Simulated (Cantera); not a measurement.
**Fluorocarbon and chlorocarbon gases: CCl4 + HCl + H2**

Feed: 1 mol CCl4, 0.88 mol HCl, 1.9 mol H2, at 0.100 bar.

Method: chemical equilibrium by Gibbs-energy minimisation in Cantera with the NASA 1993 tables (ideal gas, pure condensed phases). Candidate condensed phases: C, C6H6, C7H8, C8H18; 103 gas species. Ions and electrons are included (thermal ionisation). The tables' values for CCl are old estimates; treat these amounts as uncertain. Equilibrium is a limit: real reactors are often held back by kinetics, nucleation or transport.

From 2500 K to 3000 K the condensed part is C(graphite). From 3500 K to 5000 K nothing is condensed. The main C-bearing gas is C2H2 (acetylene) at 2500 K and C at 5000 K.

```tsv
T (K)	x HCl	x Cl	x H	x H2	x C	x C3	n C(graphite)
2500	0.748	0.174	0.0192	0.0582	1.66e-6	4.97e-6	0.992
3000	0.351	0.388	0.154	0.0950	0.000507	0.00312	0.817
3500	0.0745	0.472	0.365	0.0382	0.0129	0.0239	0
4000	0.0124	0.470	0.435	0.00743	0.0580	0.00682	0
4500	0.00265	0.463	0.441	0.00162	0.0889	0.000276	0
5000	0.000774	0.462	0.442	0.000473	0.0936	8.87e-6	0
```
x: gas mole fraction; n: condensed amount in mol.
